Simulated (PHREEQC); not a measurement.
**Alkaline etch or developer**

Dissolve 6.2 mmol/kgw KOH and 4.9 mmol/kgw (CH3)4NCl at 20 °C. Closed to the air; pH follows from the charge balance.

Equilibrium calculation in PHREEQC: ion-association model, wateq4f.dat.

Precipitation was switched off in this run.

Task: Predict the pH.

Result: pH 11.91.

(CH3)4N+ isn't in the database: it is added as a free cation with an ion size of 4 Å.
